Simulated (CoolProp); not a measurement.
Model: reference Helmholtz-energy equation of state, Eisenbach 2021, in CoolProp.

Question: For propylene glycol, give the phase and the Z, cp (kJ/(kg K)), isothermal compressibility (1/MPa), expansivity (1/kK) at 303.3 K and 0.391 MPa; 313.4 K and 0.391 MPa; 343.9 K and 0.391 MPa.

Answer: 
- 303.3 K and 0.391 MPa: liquid; Z 0.0115, cp 2.52, isothermal compressibility 0.000499, expansivity 0.742
- 313.4 K and 0.391 MPa: liquid; Z 0.0112, cp 2.58, isothermal compressibility 0.000523, expansivity 0.755
- 343.9 K and 0.391 MPa: liquid; Z 0.0104, cp 2.75, isothermal compressibility 0.000608, expansivity 0.803
